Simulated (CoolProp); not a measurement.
A single-stage vapour-compression cycle with the fluid: evaporating at 198.15 K (dew point), condensing at 234.15 K (bubble point), superheat 5 K, subcooling 8 K, compressor efficiency 0.65, no pressure losses. The same conditions are run with several fluids, on thermodynamics alone (safety and materials aside).

Values from CoolProp's reference Helmholtz-energy equation of state of each fluid (C2F6 (R116): Lemmon 2006; nitrous oxide: Lemmon 2006; chlorine: Thol 2021; carbonyl sulfide: Lemmon 2006; C3F8 (R218): Lemmon 2006; R143a: Lemmon and Jacobsen 2000).

Problem. Rank C2F6 (R116), nitrous oxide, chlorine, carbonyl sulfide, C3F8 (R218), R143a by cooling COP, highest first.

Solution. R143a (3.25), C3F8 (R218) (3.23), C2F6 (R116) (3.14), carbonyl sulfide (3.11), nitrous oxide (3.04), chlorine (2.98)

| fluid | pressure ratio | discharge temperature (K) | refrigerating effect (kJ/kg) | volumetric capacity (kJ/m³) |
|---|---|---|---|---|
| C2F6 (R116) | 4.70 | 253.4 | 91.0 | 930 |
| nitrous oxide | 4.57 | 328.9 | 313 | 1810 |
| chlorine | 7.47 | 403.9 | 285 | 130 |
| carbonyl sulfide | 6.08 | 346.3 | 295 | 288 |
| C3F8 (R218) | 7.63 | 249.4 | 95.2 | 129 |
| R143a | 6.73 | 285.3 | 212 | 235 |
